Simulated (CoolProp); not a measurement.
A closed Brayton cycle with dry air: compressor inlet 306.15 K and 3.9 MPa, high pressure 7.27 MPa, turbine inlet 710 K, compressor efficiency 0.8, turbine efficiency 0.93, recuperator effectiveness 0.8 (on enthalpy, no pinch check). Each further row changes one setting.

Model: reference Helmholtz-energy equation of state, Lemmon 2000, in CoolProp. It is a pseudo-pure fit of the blend.

```csv
case,thermal efficiency (%),net work (kJ/kg),compressor to turbine work,compressor exit (K),turbine exit (K)
as stated,22.0,35.7,0.68,381.1,607.5
turbine inlet 660 K,19.2,___,0.73,381.1,563.7
compressor inlet 316.15 K,20.8,33.0,0.70,393.5,607.5
high pressure 6.18 MPa,20.5,29.5,0.65,___,632.8
recuperator effectiveness 0.5,___,35.7,0.68,381.1,607.5
```

What belongs in the gaps?


- turbine inlet 660 K, net work (kJ/kg): 27.8
- high pressure 6.18 MPa, compressor exit (K): 360.2
- recuperator effectiveness 0.5, thermal efficiency (%): 15.3
